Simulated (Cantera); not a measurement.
A freely propagating, adiabatic, planar premixed flame of H₂ : O₂ : N₂ = 0.77 : 0.926 : 3.48 (molar parts), equivalence ratio 0.42, unburnt at 500 K and 5.00 bar; mixture-averaged transport, grid criteria slope 0.08 and curve 0.16, no radiation.

Computed with Cantera and the H2/O2 subset of GRI-Mech 3.0, which has no nitrogen chemistry. The hydrogen kinetics of GRI-Mech 3.0 are dated; newer H2 mechanisms differ, most at raised pressure. Burning velocities carry a grid error of a few per cent, more on coarse grids. Lean hydrogen flames are cellular in practice and burn faster than this planar one.

x: mole fraction of selected species; z is measured from the peak of heat release.

| z (mm) | T (K) | u (m/s) | x H₂ | x O₂ | x H₂O₂ | x H | x H₂O | x HO₂ |
|---|---|---|---|---|---|---|---|---|
| -0.511 | 503 | 0.268 | 0.137 | 0.181 | 6.11e-7 | <1e-8 | 0.000359 | 1.64e-7 |
| -0.341 | 517 | 0.271 | 0.121 | 0.184 | 5.34e-6 | <1e-8 | 0.00244 | 1.47e-6 |
| -0.255 | 546 | 0.282 | 0.105 | 0.185 | 1.87e-5 | <1e-8 | 0.00725 | 5.62e-6 |
| -0.170 | 632 | 0.320 | 0.0801 | 0.184 | 6.63e-5 | <1e-8 | 0.0217 | 2.53e-5 |
| -0.0851 | 896 | 0.447 | 0.0457 | 0.169 | 0.000208 | 4.02e-7 | 0.0621 | 0.000173 |
| -0.0426 | 1141 | 0.567 | 0.0268 | 0.152 | 0.000192 | 4.26e-5 | 0.0959 | 0.000349 |
| 0 | ? | 0.690 | ? | ? | ? | ? | ? | ? |
| 0.0426 | 1516 | 0.755 | 0.00341 | 0.121 | 3.04e-6 | 0.000199 | 0.146 | 0.000112 |
| 0.0851 | 1563 | 0.778 | 0.00116 | 0.118 | 1.70e-6 | 7.77e-5 | 0.152 | 5.34e-5 |
| 0.170 | 1586 | 0.789 | 0.000225 | 0.117 | 7.19e-7 | 1.06e-5 | 0.154 | 1.41e-5 |
| 0.341 | 1592 | 0.792 | 2.91e-5 | 0.117 | 2.28e-7 | 7.83e-7 | 0.155 | 2.52e-6 |
| 0.681 | 1593 | 0.793 | 3.84e-6 | 0.117 | 7.80e-8 | 8.48e-8 | 0.155 | 6.81e-7 |
| 1.36 | 1593 | 0.793 | ? | 0.117 | ? | ? | 0.155 | ? |

Task: Some entries are withheld; supply them.

Result: 
- 0, T (K): 1388
- 0, x H₂: 0.0109
- 0, x O₂: 0.131
- 0, x H₂O₂: 1.56e-5
- 0, x H: 0.000247
- 0, x H₂O: 0.130
- 0, x HO₂: 0.000232
- 1.36, x H₂: 1.54e-6
- 1.36, x H₂O₂: 4.73e-8
- 1.36, x H: 3.29e-8
- 1.36, x HO₂: 4.68e-7
